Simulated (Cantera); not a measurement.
Equilibrium for carbon deposition, reforming and gasification: n-butane + CO2

Input: 1 mol n-butane, 0.59 mol CO2, equilibrated at 6000000 Pa.

Equilibrium computed with Cantera from the NASA thermochemical tables; the gas is ideal and each condensed phase is pure. Candidate condensed phases: C, C6H6, C7H8, C8H18, H2O; 110 gas species. The ideal-gas law is rough above about 30 bar. Kinetics and transport are ignored.

```tsv
T (K)	log p H2	log p CH4	log p H2O	log p CO	log p CO2	n C(graphite)
673	0.20	1.57	1.28	-1.95	0.23	2.54
773	0.61	1.55	1.25	-1.04	0.31	2.56
873	0.93	1.51	1.21	-0.35	0.36	2.63
973	1.17	1.44	1.14	0.18	0.36	2.71
1073	1.34	1.34	1.02	0.57	0.28	2.78
1173	1.46	1.21	0.84	0.83	0.10	2.82
1273	1.54	1.06	0.59	0.97	-0.20	2.85
1373	1.59	0.89	0.30	1.04	-0.57	2.93
1473	1.63	0.72	0.00	1.06	-0.96	3.03
1573	1.65	0.55	-0.27	1.07	-1.31	3.12
1673	1.66	0.40	-0.53	1.07	-1.64	3.19
1773	1.67	0.26	-0.75	1.07	-1.92	3.25
1873	1.67	0.13	-0.96	1.06	-2.18	3.28
1973	1.67	0.01	-1.15	1.06	-2.41	3.31
```
log p: log10 of the partial pressure in bar; n: condensed amount in mol.

From 673 K to 1973 K the condensed part is C(graphite). The main C-bearing gas is CH4 at 673 K and CO at 1973 K. The share of C in condensed phases is highest at 1973 K (72.0 %) and lowest at 673 K (55.4 %).
